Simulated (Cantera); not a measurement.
An adiabatic, constant-volume homogeneous reactor starts with 11.5 % H₂, 18.6 % O₂, 69.9 % N₂, at 1275 K and 760 Torr.

Model: the H2/O2 subset of GRI-Mech 3.0, which has no nitrogen chemistry, integrated in Cantera.

**Question.** Predict: time of steepest temperature rise; temperature at 3.00 s; equilibrium temperature; x(H₂) at 3.00 s; x(O₂) at 3.00 s; x(H₂O) at 3.00 s; x(O) at 3.00 s; x(OH) at 3.00 s; x(H) at 3.00 s; x(H₂O₂) at 3.00 s.

**Answer.** 
```
Property                                                               Value
---------------------------------  -----------------------------------------
time of steepest temperature rise                                    36.3 µs
temperature at 3.00 s                                                 2259 K
equilibrium temperature                                               2259 K
x(H₂) at 3.00 s                    0.000410 (gas-phase equilibrium 0.000410)
x(O₂) at 3.00 s                          0.134 (gas-phase equilibrium 0.134)
x(H₂O) at 3.00 s                         0.119 (gas-phase equilibrium 0.119)
x(O) at 3.00 s                       0.00110 (gas-phase equilibrium 0.00110)
x(OH) at 3.00 s                      0.00537 (gas-phase equilibrium 0.00537)
x(H) at 3.00 s                     0.000122 (gas-phase equilibrium 0.000122)
x(H₂O₂) at 3.00 s                    2.25e-7 (gas-phase equilibrium 2.25e-7)
```
